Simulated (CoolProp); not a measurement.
The fluid at 293.15 K and 0.0737 MPa expands adiabatically to 0.00549 MPa with isentropic efficiency 0.85. The same conditions are run with several fluids, on thermodynamics alone (safety and materials aside).

The numbers come from the reference Helmholtz-energy equation of state of each fluid (vinyl chloride: Thol 2022; R1336mzz(E): Akasaka 2023; R152A: Outcalt 1996; R115: Lemmon 2016) in CoolProp.

Q: Rank vinyl chloride, R1336mzz(E), R152A, R115 by work (kJ/kg), highest first.

A: vinyl chloride (69.5), R152A (68.0), R115 (31.2), R1336mzz(E) (29.7)

```
fluid           final temperature (K)                       final phase  final density (kg/m³)
--------------  ---------------------  --------------------------------  ---------------------
vinyl chloride                  205.4  two-phase, vapour fraction 0.990                  0.204
R1336mzz(E)                     253.4                               gas                  0.429
R152A                           217.5                               gas                  0.201
R115                            245.8                               gas                  0.416
```
